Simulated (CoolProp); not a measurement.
Values from CoolProp's reference Helmholtz-energy equation of state, Thol 2019.

Task: For n-hexane, give the phase and the density (kg/m³), viscosity (µPa s), conductivity (mW/(m K)), fugacity coefficient at 562.3 K and 12.7 MPa; 525.8 K and 13.3 MPa.

Result: 
- 562.3 K and 12.7 MPa: supercritical; density 401, viscosity 58.4, conductivity 83.1, fugacity coefficient 0.386
- 525.8 K and 13.3 MPa: supercritical; density 452, viscosity 73.2, conductivity 86.7, fugacity coefficient 0.288

Viscosity comes from a separate model (Michailidou 2013). Thermal conductivity comes from a separate model (Assael 2013).
